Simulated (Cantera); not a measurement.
**Thermodynamics of roasting and sulfation, feed Fe2O3 + SO2 + O2**

A closed system holds: 1 mol Fe2O3, 0.45 mol SO2, 3.6 mol O2, equilibrated at 1575 K and 270000 Pa.

Cantera equilibrium calculation (NASA polynomials, part measured and part estimated; ideal gas, pure solids and liquids). Candidate condensed phases: Fe, FeO, FeS, FeSO4, FeS2, Fe2O3, Fe2(SO4)3, Fe3O4, S; 12 gas species. Equilibrium is a limit: real reactors are often held back by kinetics, nucleation or transport.

| Item | Result |
|---|---|
| x(O2) | 0.889 |
| x(SO2) | 0.107 |
| x(SO3) | 0.00431 |
| x(O) | 6.14e-6 |
| n(Fe2O3(s)) | 1.00 mol |
| gas amount | 4.041 mol |
| log10 activity of Fe(γ) (absent) | -7.25 |
| log10 activity of S(l) (absent) | -10.38 |
